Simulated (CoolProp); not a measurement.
The numbers come from the reference Helmholtz-energy equation of state, Zhou 2016 in CoolProp.

Question: For R245ca, give the phase and the density (kg/m³), cv (kJ/(kg K)), Joule-Thomson coefficient (K/MPa), fugacity coefficient at 432.9 K and 0.874 MPa; 244.2 K and 1.59 MPa.

Answer: 
- 432.9 K and 0.874 MPa: gas; density 35.9, cv 1.10, Joule-Thomson coefficient 9.39, fugacity coefficient 0.914
- 244.2 K and 1.59 MPa: liquid; density 1520, cv 0.947, Joule-Thomson coefficient -0.316, fugacity coefficient 0.00461
